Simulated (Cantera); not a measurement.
A Cantera script and its output.

```python
import numpy as np
import cantera as ct

gas = ct.Solution("SiF4_NH3_mec.yaml", "gas")
gas.TPX = 1948, 12000, {'NH3': 1, 'N2': 0.12, 'H2': 0.0077}
reactor = ct.IdealGasConstPressureReactor(gas, energy="off", clone=False)
net = ct.ReactorNet([reactor])
net.rtol, net.atol = 1e-08, 1e-18
show = ['NH3', 'N2H2', 'N2H4', 'N', 'H2', 'NH2', 'N2']
times = np.geomspace(4e-06, 20, 14)

steps = ct.SolutionArray(gas, extra=["t"])
rows = []
print(f"{'t/s':>10s}{'T/K':>9s}{'P/Pa':>11s}" + "".join(f"{s:>11s}" for s in show))
for t in times:
    while net.time < t:
        t_next = net.step()
        steps.append(gas.state, t=t_next)
    rows.append([np.interp(t, steps.t, y) for y in (steps.T, steps.P, *steps(*show).X.T)])
    print(f"{t:10.3e}{rows[-1][0]:9.1f}{rows[-1][1]:11.4g}" + "".join(f"{x:11.3e}" for x in rows[-1][2:]))
rate = np.gradient(steps.T, steps.t)
print("integrator steps:", len(steps.t))
if steps.T.max() > steps.T[0] + 200:
    print(f"time of steepest temperature rise: {steps.t[rate.argmax()]:.4e} s")
gas.TPX = 1948, 12000, {'NH3': 1, 'N2': 0.12, 'H2': 0.0077}
gas.equilibrate("TP")
print(f"equilibrium (TP): T = {gas.T:.1f} K  " + "  ".join(f"{s} {gas[s].X[0]:.3e}" for s in show))
```

It prints:

```
       t/s      T/K       P/Pa        NH3       N2H2       N2H4          N         H2        NH2         N2
 4.000e-06   1948.0    1.2e+04  8.868e-01  9.682e-12  1.165e-12  1.542e-15  6.830e-03  4.742e-06  1.064e-01
 1.310e-05   1948.0    1.2e+04  8.867e-01  3.186e-10  1.921e-11  8.225e-14  6.836e-03  1.618e-05  1.064e-01
 4.292e-05   1948.0    1.2e+04  8.867e-01  7.221e-09  2.352e-10  5.392e-12  6.855e-03  5.359e-05  1.064e-01
 1.406e-04   1948.0    1.2e+04  8.865e-01  1.154e-07  2.598e-09  3.832e-10  6.917e-03  1.752e-04  1.064e-01
 4.606e-04   1948.0    1.2e+04  8.859e-01  1.483e-06  2.531e-08  8.535e-09  7.169e-03  5.442e-04  1.064e-01
 1.509e-03   1948.0    1.2e+04  8.832e-01  6.365e-06  9.574e-08  3.375e-08  8.925e-03  1.057e-03  1.068e-01
 4.942e-03   1948.0    1.2e+04  8.735e-01  6.872e-06  1.002e-07  6.255e-08  1.658e-02  1.081e-03  1.088e-01
 1.619e-02   1948.0    1.2e+04  8.426e-01  6.446e-06  8.908e-08  1.398e-07  4.107e-02  1.020e-03  1.152e-01
 5.303e-02   1948.0    1.2e+04  7.514e-01  5.299e-06  6.928e-08  2.953e-07  1.133e-01  8.992e-04  1.343e-01
 1.737e-01   1948.0    1.2e+04  5.337e-01  3.138e-06  4.123e-08  4.624e-07  2.857e-01  6.937e-04  1.798e-01
 5.690e-01   1948.0    1.2e+04  2.164e-01  9.599e-07  1.221e-08  5.718e-07  5.368e-01  3.775e-04  2.461e-01
 1.864e+00   1948.0    1.2e+04  2.389e-02  7.393e-08  6.321e-10  6.063e-07  6.889e-01  8.600e-05  2.863e-01
 6.106e+00   1948.0    1.2e+04  1.722e-04  7.629e-11  3.083e-13  1.300e-07  7.061e-01  1.908e-06  2.910e-01
 2.000e+01   1948.0    1.2e+04  2.563e-05  1.769e-12  6.919e-15  1.974e-08  7.062e-01  2.858e-07  2.910e-01
integrator steps: 1619
equilibrium (TP): T = 1948.0 K  NH3 8.402e-07  N2H2 5.254e-14  N2H4 7.536e-18  N 6.475e-10  H2 7.062e-01  NH2 9.370e-09  N2 2.910e-01
```

Model: the gas-phase N/H chemistry of the illustrative SiF4/NH3 mechanism in the Surface Chemkin manual (1991), integrated in Cantera. Walls and surfaces, which speed up NH3 decomposition in real reactors, are not modelled.
